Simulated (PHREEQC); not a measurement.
A solution holds 0.053 mol/kgw LiCl and 0.045 mol/kgw CuCl2, at 25 °C. Closed to the air; pH follows from the charge balance.

The numbers come from PHREEQC with the ion-association model, phreeqc.dat.

**Question.** The ionic strength comes out as 0.177 mol/kgw. What activity coefficients do CuOH+, H+, CuCl+, Cu2(OH)2+2, Cu+2 get?

**Answer.** CuOH+ 0.73, H+ 0.80, CuCl+ 0.73, Cu2(OH)2+2 0.32, Cu+2 0.34.

This is a speciation only: nothing precipitates in the calculation.
